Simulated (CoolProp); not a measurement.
R1234ze(Z) along the isobar 5770 kPa: Z from the reference equation and from simpler models built on Tc = 150.1 °C, pc = 3531 kPa, ω = 0.327; each cubic takes its own stable root.

The numbers come from the reference Helmholtz-energy equation of state, Akasaka 2019 in CoolProp.

```json
[
 {"T (°C)": "82.35", "phase": "liquid", "reference": "0.2049", "van der Waals": "0.3607", "Redlich-Kwong": "___", "Peng-Robinson": "0.2239"},
 {"T (°C)": "94.45", "phase": "liquid", "reference": "___", "van der Waals": "___", "Redlich-Kwong": "___", "Peng-Robinson": "___"},
 {"T (°C)": "106.55", "phase": "liquid", "reference": "0.2074", "van der Waals": "0.3576", "Redlich-Kwong": "0.2694", "Peng-Robinson": "0.2297"},
 {"T (°C)": "118.55", "phase": "liquid", "reference": "0.2107", "van der Waals": "0.3582", "Redlich-Kwong": "___", "Peng-Robinson": "0.2359"},
 {"T (°C)": "130.65", "phase": "liquid", "reference": "0.2163", "van der Waals": "0.3607", "Redlich-Kwong": "0.2826", "Peng-Robinson": "___"},
 {"T (°C)": "142.75", "phase": "liquid", "reference": "0.2253", "van der Waals": "0.3655", "Redlich-Kwong": "0.2943", "Peng-Robinson": "0.2605"},
 {"T (°C)": "154.75", "phase": "supercritical", "reference": "0.2408", "van der Waals": "0.3732", "Redlich-Kwong": "0.3114", "Peng-Robinson": "0.2845"},
 {"T (°C)": "166.85", "phase": "supercritical", "reference": "0.2708", "van der Waals": "0.3852", "Redlich-Kwong": "0.3379", "Peng-Robinson": "0.3261"}
]
```

Fill in the missing entries.


- 82.35, Redlich-Kwong: 0.2643
- 94.45, reference: 0.2056
- 94.45, van der Waals: 0.3585
- 94.45, Redlich-Kwong: 0.2661
- 94.45, Peng-Robinson: 0.2259
- 118.55, Redlich-Kwong: 0.2747
- 130.65, Peng-Robinson: 0.2455
